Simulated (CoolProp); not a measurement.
Vapour-liquid equilibrium of toluene (1) + n-nonane (2) at 1.4 MPa; x and y are mole fractions of (1).

Values from CoolProp's multi-fluid Helmholtz-energy mixture model, Lemmon 2006 and Lemmon 2006; pair parameters Bell 2016.

```
x      bubble temperature (°C)  y at the bubble point  dew temperature at overall composition x (°C)  liquid density (mol/L)
-----  -----------------------  ---------------------  ---------------------------------------------  ----------------------
0.05                     283.4                  0.074                                          284.5                   3.515
0.125                    278.4                  0.182                                          281.1                   3.698
0.2                      273.7                  0.284                                          277.6                   3.886
0.275                    269.1                  0.378                                          274.1                   4.083
0.35                     264.8                  0.465                                          270.5                   4.287
0.425                    260.8                  0.544                                          266.8                   4.502
0.5                      257.0                  0.617                                          263.0                   4.729
0.575                    253.6                  0.684                                          259.2                   4.969
0.65                     250.4                  0.747                                          255.3                   5.226
0.725                    247.4                  0.805                                          251.5                   5.502
0.8                      244.6                  0.861                                          247.6                   5.801
0.875                    242.0                  0.914                                          243.9                   6.125
0.95                     239.6                  0.966                                          240.3                   6.479
```

No azeotrope shows between x = 0.05 and 0.95.

Pair parameters are fitted to limited data, so mixtures are less certain than the pure fluids.
